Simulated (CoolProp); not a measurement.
The fluid at 293.15 K and 0.663 MPa (gas) is heated at constant pressure to 479.3 K. The same conditions are run with several fluids, on thermodynamics alone (safety and materials aside).

Computed with CoolProp (reference Helmholtz-energy equation of state of each fluid (ammonia: Gao 2020; hydrogen sulfide: Lemmon 2006; methane: Setzmann 1991; carbonyl sulfide: Lemmon 2006)).

Task: Rank ammonia, hydrogen sulfide, methane, carbonyl sulfide by heat (kJ/kg), highest first.

Result: methane (469), ammonia (454), hydrogen sulfide (201), carbonyl sulfide (147)

| fluid | final density (kg/m³) |
|---|---|
| ammonia | 2.87 |
| hydrogen sulfide | 5.73 |
| methane | 2.67 |
| carbonyl sulfide | 10.2 |
